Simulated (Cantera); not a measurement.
Charge: 1 mol CuO, 110 mol H2, 13 mol N2, equilibrated at 26000 Pa.

Cantera equilibrium calculation (NASA polynomials, part measured and part estimated; ideal gas, pure solids and liquids). Candidate condensed phases: Cu, CuO, Cu(OH)2, Cu2O, H2O; 27 gas species. The numbers say what is thermodynamically allowed, not how fast it happens. All values below are at 1702 °C.

Base state: H2 0.877, N2 0.105, H2O 0.00805, Cu 0.00802, H 0.00251, Cu2 1.86e-5 (mole fractions); condensed: gas only.

**Question.** What changes in the equilibrium state with this change: pressure from 26000 Pa to 1330 Pa?

**Answer.** 
```json
[
 {"species": "H2", "before": "0.877", "after": "0.869"},
 {"species": "N2", "before": "0.105", "after": "0.104"},
 {"species": "H", "before": "0.00251", "after": "0.0110"},
 {"species": "Cu", "before": "0.00802", "after": "0.00802"},
 {"species": "Cu2", "before": "1.86e-5", "after": "9.55e-7"},
 {"species": "H2O", "before": "0.00805", "after": "0.00801"}
]
```
